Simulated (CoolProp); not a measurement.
Vapour-liquid equilibrium of R125 (1) + R134a (2) at 205.3 K; x and y are mole fractions of (1).

The numbers come from the multi-fluid Helmholtz-energy mixture model, Lemmon 2005 and Tillner-Roth 1994; pair parameters Lemmon 2004 in CoolProp.

Problem. Give the bubble pressure and the first vapour's composition at x = 0.55, 0.75, 0.95. Is there an azeotrope?

Solution. x = 0.55: 0.02331 MPa, y = 0.816; x = 0.75: 0.02822 MPa, y = 0.914; x = 0.95: 0.03312 MPa, y = 0.985. No azeotrope shows between x = 0.05 and 0.95.

Pair parameters are fitted to limited data, so mixtures are less certain than the pure fluids.
